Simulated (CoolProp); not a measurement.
A single-stage vapour-compression cycle with R125: evaporating at 200.15 K (dew point), condensing at 242.15 K (bubble point), superheat 10 K, subcooling 5 K, compressor efficiency 0.8, no pressure losses. Each further row changes one setting.

The numbers come from the reference Helmholtz-energy equation of state, Lemmon 2005 in CoolProp.

```json
[
 {"case": "as stated", "cooling COP": "3.29", "pressure ratio": "8.81", "discharge temperature (K)": "275.8", "refrigerating effect (kJ/kg)": "142", "volumetric capacity (kJ/m³)": "246"},
 {"case": "evaporating temperature 205.15 K", "cooling COP": "3.92", "pressure ratio": "6.43", "discharge temperature (K)": "271.7", "refrigerating effect (kJ/kg)": "145", "volumetric capacity (kJ/m³)": "338"},
 {"case": "condensing temperature 237.15 K", "cooling COP": "3.82", "pressure ratio": "7.13", "discharge temperature (K)": "269.1", "refrigerating effect (kJ/kg)": "148", "volumetric capacity (kJ/m³)": "256"},
 {"case": "subcooling 10 K", "cooling COP": "3.42", "pressure ratio": "8.81", "discharge temperature (K)": "275.8", "refrigerating effect (kJ/kg)": "148", "volumetric capacity (kJ/m³)": "256"},
 {"case": "superheat 20 K", "cooling COP": "3.28", "pressure ratio": "8.81", "discharge temperature (K)": "286.8", "refrigerating effect (kJ/kg)": "149", "volumetric capacity (kJ/m³)": "245"},
 {"case": "compressor efficiency 0.7", "cooling COP": "2.88", "pressure ratio": "8.81", "discharge temperature (K)": "283.7", "refrigerating effect (kJ/kg)": "142", "volumetric capacity (kJ/m³)": "246"}
]
```
